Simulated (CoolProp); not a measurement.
R22 along the isobar 0.841 MPa: Z from the reference equation and from simpler models built on Tc = 369.3 K, pc = 4.990 MPa, ω = 0.221; each cubic takes its own stable root.

Model: reference Helmholtz-energy equation of state, Kamei 1995, in CoolProp.

```csv
T (K),phase,reference
240.7,liquid,0.02621
260.7,liquid,0.02533
280.6,liquid,0.02480
300.5,gas,0.8679
320.5,gas,0.8976
340.4,gas,0.9184
360.4,gas,0.9339
380.3,gas,0.9456
400.3,gas,0.9549
420.2,gas,0.9622
440.2,gas,0.9682
460.1,gas,0.9731
480.1,gas,0.9772
500,gas,0.9806
```

How far does each simpler model (van der Waals, Redlich-Kwong, Soave-Redlich-Kwong, Peng-Robinson) lie from the reference over these 14 states: mean and median of the absolute difference, and the worst?


- van der Waals: mean 494.8 %, median 0.9 %, worst +3506.0 % at 280.6 K and 0.841 MPa
- Redlich-Kwong: mean 3.6 %, median 0.4 %, worst +16.0 % at 280.6 K and 0.841 MPa
- Soave-Redlich-Kwong: mean 2.5 %, median 0.1 %, worst +11.5 % at 280.6 K and 0.841 MPa
- Peng-Robinson: mean 0.8 %, median 0.5 %, worst -2.6 % at 240.7 K and 0.841 MPa

At some of these states van der Waals gives the other phase, because its saturation line lies elsewhere.
